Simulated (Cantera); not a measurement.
A closed system holds: 1 mol (CH3)2SiCl2, 3 mol HCl, a varied amount of H2, equilibrated at 1552 °C and 188 Torr.

Cantera equilibrium calculation (NASA polynomials, part measured and part estimated; ideal gas, pure solids and liquids). Candidate condensed phases: C, C6H6, C7H8, C8H18, Si, SiC; 109 gas species. The feed counts by its element totals alone. Equilibrium is a limit: real reactors are often held back by kinetics, nucleation or transport.

**Question.** What share of the Si ends up in condensed phases as a function of n(H2) (mol), at 8.9, 16, 23, 30, 37, 45, 52, 59, 66, 73, 80, 87, 94?

**Answer.** 
```
n(H2) (mol)  Si condensed (%)      as
-----------  ----------------  ------
8.9                      82.8  SiC(s)
16                       89.2  SiC(s)
23                       92.1  SiC(s)
30                       93.8  SiC(s)
37                       94.9  SiC(s)
45                       95.7  SiC(s)
52                       96.3  SiC(s)
59                       96.7  SiC(s)
66                       97.0  SiC(s)
73                       97.3  SiC(s)
80                       97.5  SiC(s)
87                       97.7  SiC(s)
94                       97.9  SiC(s)
```
